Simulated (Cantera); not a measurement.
An isothermal, constant-pressure homogeneous reactor starts with CO : O2 : H2O : N2 = 0.0014 : 0.033 : 0.021 : 1 (molar parts), equivalence ratio 0.021, at 1223 K and 100.0 Torr.

Model: GRI-Mech 3.0 (53 species, 325 reactions), integrated in Cantera.

One state of this run: x CO = 0.000755; x O2 = 0.0309; x H2O = 0.0197; x NO2 = <1e-12; x H2O2 = 7.03e-8; x N2O = 1.18e-8; x NO = 1.06e-9. x: mole fraction; the columns are a selection and need not sum to one.

Q: Which value of t (s) does it belong to?
A) 0.0110
B) 6.00
C) 1.70
D) 0.0387

A: D, 0.0387
